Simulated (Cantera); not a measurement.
A closed system holds: 1 mol Si, a varied amount of Br₂, 24 mol N₂, equilibrated at 898.15 K and 0.133 bar.

Cantera equilibrium calculation (NASA polynomials, part measured and part estimated; ideal gas, pure solids and liquids). Candidate condensed phases: Br₂, Si, Si₃N₄; 13 gas species. N₂ is the only nitrogen source here; it is nearly inert below about 1500 K, so the nitride shown seldom forms there in practice. Kinetics and transport are ignored.

**Question.** Which condensed phases are stable at each of these points (n(Br₂) (mol)): 0.64, 0.89, 1.2, 1.7, 2.4, 3.3, 4.5, 6.3, 8.7?

**Answer.** 
| n(Br₂) (mol) | condensed phases | Si condensed (%) |
|---|---|---|
| 0.64 | Si₃N₄(s) | 68.0 |
| 0.89 | Si₃N₄(s) | 55.5 |
| 1.2 | Si₃N₄(s) | 40.0 |
| 1.7 | Si₃N₄(s) | 15.0 |
| 2.4 | gas only | 0.0 |
| 3.3 | gas only | 0.0 |
| 4.5 | gas only | 0.0 |
| 6.3 | gas only | 0.0 |
| 8.7 | gas only | 0.0 |

From 0.64 mol Br₂ to 1.7 mol Br₂ the condensed part is Si₃N₄(s). From 2.4 mol Br₂ to 8.7 mol Br₂ nothing is condensed.
